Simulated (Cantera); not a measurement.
An isothermal, constant-pressure homogeneous reactor starts with 17.4 % H2, 41.3 % O2, 41.3 % N2, equivalence ratio 0.21, at 950 K and 200 Pa.

Detailed kinetics in Cantera: the H2/O2 subset of GRI-Mech 3.0, which has no nitrogen chemistry. Radical loss at walls, strong at low pressure, is not modelled. The temperature is held fixed by assumption; the heat of reaction is taken as removed at once.

x: mole fraction; the columns are a selection and need not sum to one.

```csv
t (s),x H2,x O2,x HO2,x H2O,x H2O2,x O,x H
2.00e-6,0.174,0.413,<1e-12,<1e-12,<1e-12,<1e-12,<1e-12
1.15e-5,0.174,0.413,<1e-12,<1e-12,<1e-12,<1e-12,<1e-12
6.63e-5,0.174,0.413,1.64e-12,<1e-12,<1e-12,<1e-12,1.62e-12
0.000382,0.174,0.413,9.43e-12,<1e-12,<1e-12,<1e-12,9.15e-12
0.00220,0.174,0.413,5.44e-11,2.30e-11,<1e-12,1.39e-11,6.33e-11
0.0126,0.174,0.413,3.32e-10,7.10e-9,<1e-12,1.77e-9,5.62e-9
0.0728,0.0166,0.344,[?],0.114,1.70e-8,0.0244,0.0834
0.419,0.00458,0.348,[?],0.164,1.91e-8,0.0144,0.0290
2.41,0.000177,0.357,[?],0.190,3.72e-8,0.000502,0.000182
13.9,3.06e-6,0.357,[?],0.190,1.04e-8,9.02e-6,4.35e-7
80.0,2.06e-7,0.357,[?],0.190,2.49e-9,6.49e-7,8.37e-9
```

Task: What belongs in the gaps?

Result: 
- 0.0728, x HO2: 1.07e-6
- 0.419, x HO2: 1.26e-6
- 2.41, x HO2: 7.86e-7
- 13.9, x HO2: 5.76e-8
- 80.0, x HO2: 5.04e-9
